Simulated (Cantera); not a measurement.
Feed: 1 mol CS₂, 0.0066 mol SO₂, 0.4 mol O₂, at 82.0 bar.

Method: chemical equilibrium by Gibbs-energy minimisation in Cantera with the NASA 1993 tables (ideal gas, pure condensed phases). Candidate condensed phases: C, S; 22 gas species. The ideal-gas law is rough above about 30 bar. Gases not in the tables: S₃ to S₇. Rates play no part.

Q: Which condensed phases are stable at each of these points (T (K)): 848, 948, 1048, 1148, 1248, 1348, 1448?

A: 
```json
[
 {"T (K)": "848", "condensed phases": "C(graphite) + S(l)", "C condensed (%)": "44.5"},
 {"T (K)": "948", "condensed phases": "C(graphite) + S(l)", "C condensed (%)": "10.2"},
 {"T (K)": "1048", "condensed phases": "S(l)", "C condensed (%)": "0.0"},
 {"T (K)": "1148", "condensed phases": "gas only", "C condensed (%)": "0.0"},
 {"T (K)": "1248", "condensed phases": "gas only", "C condensed (%)": "0.0"},
 {"T (K)": "1348", "condensed phases": "gas only", "C condensed (%)": "0.0"},
 {"T (K)": "1448", "condensed phases": "gas only", "C condensed (%)": "0.0"}
]
```

From 848 K to 948 K the condensed part is C(graphite) + S(l). At 1048 K the condensed part is S(l). From 1148 K to 1448 K nothing is condensed.
